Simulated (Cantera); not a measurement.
An isothermal, constant-pressure homogeneous reactor starts with CH₄ : H₂ : H = 0.045 : 1 : 0.018 (molar parts), at 1250 K and 0.110 bar. Integrator tolerance rtol = 1e-08.

Cantera simulation using GRI-Mech 3.0 (53 species, 325 reactions); the numbers are that mechanism's predictions, not measurements. GRI-Mech 3.0 stops at C3 and has no aromatics, soot or wall deposition, so with more carbon than oxygen in the feed, carbon stays in small species such as C2H2 where larger ones or solid carbon would form.

Question: What does this change do: H2 1 to 0.1 parts?

Answer: 
```
quantity                                              before                                      after
-----------------  -----------------------------------------  -----------------------------------------
x(CH₄) at 20.0 s       0.0415 (gas-phase equilibrium 0.0415)        0.247 (gas-phase equilibrium 0.219)
x(H₂) at 20.0 s          0.958 (gas-phase equilibrium 0.958)        0.735 (gas-phase equilibrium 0.752)
x(H) at 20.0 s       1.45e-6 (gas-phase equilibrium 1.44e-6)    9.84e-7 (gas-phase equilibrium 1.27e-6)
x(CH₂) at 20.0 s   1.03e-12 (gas-phase equilibrium 1.01e-12)  4.77e-12 (gas-phase equilibrium 6.77e-12)
x(C₂H₂) at 20.0 s  0.000367 (gas-phase equilibrium 0.000347)      0.0123 (gas-phase equilibrium 0.0200)
x(C₂H) at 20.0 s       <1e-12 (gas-phase equilibrium <1e-12)  4.79e-12 (gas-phase equilibrium 9.82e-12)
x(C₂H₄) at 20.0 s  0.000221 (gas-phase equilibrium 0.000207)    0.00588 (gas-phase equilibrium 0.00937)
```
